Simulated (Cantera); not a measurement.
A counterflow diffusion flame at 140000 Pa, nozzles 20 mm apart: fuel side H2 = 1 (molar parts) at 548 K, oxidiser side O2 : N2 = 0.22 : 0.78 (molar parts) at 575 K, fuel mass flux 0.3 times the oxidiser's; mixture-averaged transport, no radiation.

Computed with Cantera and the H2/O2 subset of GRI-Mech 3.0, which has no nitrogen chemistry. The maximum strain rate includes the flame's own expansion and is several times the mean.

x: mole fraction; the columns are a selection and need not sum to one.

```tsv
oxidiser flux (kg/m²/s)	max strain (1/s)	mean strain (1/s)	T max (K)	peak x OH	peak x H	peak x H2O	peak x HO2
0.84	1010	253	2612	0.0235	0.0168	0.285	4.34e-5
1.1	1310	331	2589	0.0239	0.0181	0.282	5.35e-5
1.5	1780	452	2557	0.0243	0.0199	0.280	6.61e-5
2.1	2470	633	2502	0.0242	0.0218	0.278	8.10e-5
2.8	3260	844	2458	0.0242	0.0239	0.275	9.56e-5
3.8	?	1140	2407	0.0242	?	0.272	?
5.1	?	1540	2359	0.0241	?	0.270	?
```

Question: What belongs in the gaps?

Answer: 
- 3.8, max strain (1/s): 4410
- 3.8, peak x H: 0.0266
- 3.8, peak x HO2: 0.000112
- 5.1, max strain (1/s): 5900
- 5.1, peak x H: 0.0294
- 5.1, peak x HO2: 0.000131
